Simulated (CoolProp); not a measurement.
The fluid at 393.36 K and 0.281 MPa flows at 0.75 m/s in a round tube of 25 mm bore and 1.5 µm roughness, fully developed (64/Re and Nu = 3.66 if laminar; Colebrook and Gnielinski if turbulent). The same conditions are run with several fluids, on thermodynamics alone (safety and materials aside).

Computed with CoolProp (reference Helmholtz-energy equation of state of each fluid (o-xylene: Zhou 2012; n-octane: Beckmüller 2019; p-xylene: Zhou 2012; m-xylene: Zhou 2012; n-nonane: Lemmon 2006)).

```
fluid     Reynolds number  Darcy friction factor  pressure drop (Pa/m)  heat-transfer coefficient (W/(m² K))  mass flow (kg/h)
--------  ---------------  ---------------------  --------------------  ------------------------------------  ----------------
o-xylene            50400                 0.0211                   188                                  1310              1050
n-octane            55100                 0.0207                   143                                  1290               817
p-xylene            57500                 0.0205                   178                                  1340              1020
m-xylene            57800                 0.0205                   178                                  1350              1030
n-nonane            45300                 0.0216                   154                                  1230               844
```

Transport values come from each fluid's own correlations.
